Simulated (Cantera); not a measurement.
What does this Cantera script print?

```python
import numpy as np
import cantera as ct

gas_names = [...]  # 123 gases of nasa_gas.yaml made of C, H, O, Si
cond_names = """
    C(gr) C6H6(L) C7H8(L) C8H18(L),n-octa H2O(s) H2O(L) Si(cr) Si(L) SiC(b) SiO2(Lqz) SiO2(hqz) SiO2(L)
""".split()


# ... load() reads the species with a 1 bar reference pressure and builds the phases ...
atoms = {
    'SiC': {'Si': 1, 'C': 1},
    'H2O': {'H': 2, 'O': 1},
    'H2': {'H': 2},
}
top_T = {'C(gr)': 4500, 'SiC(b)': 3050}  # K; cautious upper limits of use, not melting points


# ... equilibrate(T, P, feed) seeds the gas with the atoms and calls Mixture.equilibrate('TP', solver="vcs", rtol=1e-11, max_steps=5000) ...
results = []
feed = {'SiC': 1, 'H2O': 0.0057, 'H2': 360}  # mol
P = 133.322  # Pa
for T in [923, 973, 1023, 1073, 1123, 1173, 1223, 1273, 1323, 1373]:
    mix = equilibrate(T, P, feed)
    results.append((T, P, feed, dict(zip(mix.species_names, mix.species_moles))))

top = {s: max(r[3][s] / sum(r[3][g] for g in gas_names) for r in results) for s in gas_names}
cols = sorted((s for s in top if top[s] > 0.0001), key=lambda s: -top[s])[:8]
seen = [c for c in cond_names if any(r[3].get(c, 0) > 1e-12 for r in results)]
print("log10 of partial pressures in bar; condensed amounts in mol")
print(f"{'T/K':>10s}" + "".join(f"{s[:9]:>10s}" for s in cols + seen))
for T, P, feed, n in results:
    ng = sum(n[g] for g in gas_names)
    print(f"{T:10.4g}" + "".join(f"{np.log10(max(n[s] / ng * P / 1e5, 1e-99)):10.3f}" for s in cols)
          + "".join(f"{n.get(c, 0):10.4g}" for c in seen))
```

Result:

```
log10 of partial pressures in bar; condensed amounts in mol
       T/K        H2    SiC(b) SiO2(hqz)
       923    -2.875    0.9972  0.002846
       973    -2.875    0.9972  0.002792
      1023    -2.875    0.9975  0.002438
      1073    -2.875    0.9978  0.001818
      1123    -2.875    0.9971         0
      1173    -2.875    0.9971         0
      1223    -2.875    0.9971         0
      1273    -2.875    0.9971         0
      1323    -2.875    0.9971         0
      1373    -2.875    0.9971         0
```

Equilibrium computed with Cantera from the NASA thermochemical tables; the gas is ideal and each condensed phase is pure. Mutual solubility and eutectic melting of coexisting phases are not modelled.
